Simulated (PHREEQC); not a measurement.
0.5 mol of Fluorite (CaF2) is brought to equilibrium with 1 kg of water holding 9.3 mmol/kgw HCl, at several temperatures. Oxygen alone is held at its pressure in air (log pO2 = -0.68). CO2 from the air is kept out. Solids allowed: Fluorite. Others were left out.

Computed with PHREEQC (ion-association model, phreeqc.dat).

Problem. Predict pH at T (°C) = 5, 41, 77.

Solution. 
```tsv
T (°C)	pH
5	2.13
41	2.21
77	2.33
```

Away from 25 °C the constants follow the database's enthalpies or fits; those with neither stay at their 25 °C values.
